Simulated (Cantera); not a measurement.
Input: 1 mol MgSO4, 6.9 mol CO2, held at 1250 °C and 110000 Pa.

Cantera equilibrium calculation (NASA polynomials, part measured and part estimated; ideal gas, pure solids and liquids). Candidate condensed phases: C, Mg, MgCO3, MgO, MgS, MgSO4, S; 26 gas species. Rates play no part.

Base state: CO2 0.822, SO2 0.118, O2 0.0591, SO3 0.00100, CO 2.22e-5 (mole fractions); condensed: MgO(s).

Question: What changes in the equilibrium state with this change: temperature from 1250 °C to 1125 °C?

Answer: 
| species | before | after |
|---|---|---|
| CO2 | 0.822 | 0.822 |
| SO2 | 0.118 | 0.117 |
| O2 | 0.0591 | 0.0586 |
| SO3 | 0.00100 | 0.00195 |
| CO | 2.22e-5 | 3.07e-6 |
| MgO(s), mol | 1.00 | 1.00 |
